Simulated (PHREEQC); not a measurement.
Dissolve 0.3 mol/kgw HF, 6.7e-05 mol/kgw (CH3)4NF and 7.5e-05 mol/kgw (NH4)2SiF6 at 60 °C. Closed to the air; pH follows from the charge balance.

Computed with PHREEQC (ion-association model, phreeqc.dat).

**Question.** The ionic strength comes out as 0.0166 mol/kgw. What activity coefficients do SiF6-2, NH4+, F-, HF2-, H+ get?

**Answer.** SiF6-2 0.59, NH4+ 0.86, F- 0.87, HF2- 0.87, H+ 0.89.

This is a speciation only: nothing precipitates in the calculation. (CH3)4N+ isn't in the database: it is added as a free cation with an ion size of 4 Å. At this temperature some constants are extrapolated from 25 °C, and those without enthalpy data are left unchanged. SiF6-2 is the database's only silicon fluoride.
